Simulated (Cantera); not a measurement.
An isothermal, constant-pressure homogeneous reactor starts with H2 : O2 : N2 = 0.71 : 1 : 18 (molar parts), at 1325 K and 0.632 atm.

Model: the H2/O2 subset of GRI-Mech 3.0, which has no nitrogen chemistry, integrated in Cantera. The temperature is held fixed by assumption; the heat of reaction is taken as removed at once.

One state of this run: x H2 = 3.39e-8; x O2 = 0.0333; x H2O2 = 3.55e-10; x O = 6.33e-8; x HO2 = 6.44e-9. x: mole fraction; the columns are a selection and need not sum to one.

### Question
Which value of t (s) does it belong to?
A. 1.12e-5
B. 2.00
C. 0.000126
D. 0.00141

### Answer
B, 2.00
